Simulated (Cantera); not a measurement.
Mixture: CH₄ : C₂H₆ : C₃H₈ : O₂ : N₂ = 1 : 0.09 : 0.29 : 4.65 : 18.1 (molar parts), equivalence ratio 0.81, at 7500 Torr, adiabatic and at constant pressure. Ignition delay is the time to a rise of 400 K.

Model: GRI-Mech 3.0 (53 species, 325 reactions), integrated in Cantera. GRI-Mech 3.0 was tuned for natural gas; its chemistry of propane as a main component is partial and can be far from experiment.

Question: What does this change do: 0.12 parts H2 added?

Answer: 
```tsv
quantity	before	after
delay at 1075 K	6.93 ms	4.33 ms
delay at 1125 K	3.38 ms	2.16 ms
delay at 1175 K	1.67 ms	1.14 ms
delay at 1225 K	0.825 ms	0.607 ms
delay at 1275 K	0.414 ms	0.326 ms
delay at 1325 K	0.213 ms	0.178 ms
apparent activation energy between 1225 and 1325 K	180 kJ/mol	170 kJ/mol
```

Question: What does this change do: pressure from 7500 Torr to 24000 Torr?

Answer: 
```csv
quantity,before,after
delay at 1075 K,6.93 ms,2.47 ms
delay at 1125 K,3.38 ms,1.20 ms
delay at 1175 K,1.67 ms,0.614 ms
delay at 1225 K,0.825 ms,0.322 ms
delay at 1275 K,0.414 ms,0.173 ms
delay at 1325 K,0.213 ms,94.7 µs
apparent activation energy between 1225 and 1325 K,180 kJ/mol,170 kJ/mol
```
The pressure lies above the range GRI-Mech 3.0 was tuned for (to about 10 atm).
